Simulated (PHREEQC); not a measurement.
A PHREEQC speciation (ion-association model, wateq4f.dat) at 25 °C gives pH 2.94 and these molalities:

```tsv
species	mol/kgw
Zn+2	0.275
ZnSO4	0.223
SO4-2	0.150
Zn(SO4)2-2	0.122
H2PO4-	0.00470
HSO4-	0.00397
H+	0.00154
H2AsO4-	0.000805
H3PO4	0.000398
H3AsO4	0.000115
HPO4-2	1.02e-6
HAsO4-2	9.30e-8
```

What are the element totals, and what could have been dissolved in 1 kg of water to give them?

Several could match; the one computed here: totals As(5) 0.000920, P 0.00510, S(6) 0.620, Zn 0.620 mol/kgw, from 0.00092 mol H3AsO4, 0.0051 mol H3PO4 and 0.62 mol ZnSO4 per kg of water.

Precipitation was switched off in this run. Ionic strength above about 0.7 mol/kgw puts this run outside the model's range. H3PO4, which wateq4f.dat lacks, is added to it with the constant of phreeqc.dat. The database has no phosphate complexes of Zn. The database has no arsenate complexes of Zn.
